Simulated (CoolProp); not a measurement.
Properties of toluene along the isotherm 620 K.

Computed with CoolProp (reference Helmholtz-energy equation of state, Lemmon 2006). It is a short technical equation, of lower accuracy than the large ones.

```
p (bar)  phase  density (kg/m³)  cp (kJ/(kg K))  isothermal compressibility (1/MPa)
-------  -----  ---------------  --------------  ----------------------------------
1.72       gas            3.115           2.189                               5.892
3.44       gas            6.317           2.199                               2.988
5.16       gas            9.609           2.209                               2.021
6.88       gas            13.00           2.220                               1.539
8.6        gas            16.49           2.232                               1.251
10.3       gas            20.06           2.244                               1.062
12         gas            23.74           2.258                              0.9275
13.8       gas            27.78           2.273                              0.8223
15.5       gas            31.73           2.289                              0.7463
17.2       gas            35.83           2.307                              0.6864
18.9       gas            40.10           2.326                              0.6382
20.6       gas            44.54           2.347                              0.5990
```
